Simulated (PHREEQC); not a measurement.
0.069 g of hydrous ferric oxide (600 m²/g; 0.2 weak and 0.005 strong sites per Fe, Dzombak-Morel constants, diffuse double layer) in 1 kg of water with 0.01 mol/kgw of an inert sodium salt, at 25 °C; the pH is set by adding NaOH or the inert anion's acid. Oxygen is held at 0.21 atm. The system is closed to CO2. Nothing may precipitate in this run.

The numbers come from PHREEQC with the ion-association model, wateq4f.dat.

```tsv
pH	surface charge σ (C/m²)	surface potential ψ (mV)
3	0.324	203
3.5	0.275	197
4	0.216	185
4.5	0.160	170
5	0.113	152
5.5	0.077	132
6	0.050	110
6.5	0.030	86
7	0.017	61
7.5	___	34
8	0.001	6
8.5	-0.005	-22
9	-0.013	___
9.5	___	-75
10	-0.040	-100
10.5	-0.064	___
11	-0.099	-143
```

### Question
Fill in the missing entries.

### Answer

- 7.5, surface charge σ (C/m²): 0.008
- 9, surface potential ψ (mV): -49
- 9.5, surface charge σ (C/m²): -0.024
- 10.5, surface potential ψ (mV): -123

The oxide is taken as insoluble; below pH 4 it would dissolve.
